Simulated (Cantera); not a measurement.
# Ignition delay

Mixture: 21.8 % CO, 8.05 % H₂, 11.5 % O₂, 43.1 % N₂, 15.7 % H₂O, equivalence ratio 1.3, at 7500 Torr, adiabatic and at constant pressure. Ignition delay is the time to a rise of 400 K.

Computed with Cantera and GRI-Mech 3.0 (53 species, 325 reactions). The hydrogen kinetics of GRI-Mech 3.0 are dated; newer H2 mechanisms differ, most at raised pressure.

```csv
T0 (K),delay (ms)
1275,0.0423
1350,0.0142
1425,0.00645
1500,0.00386
1575,0.00272
```

```json
{
 "apparent activation energy between 1425 and 1575 K": "110 kJ/mol"
}
```
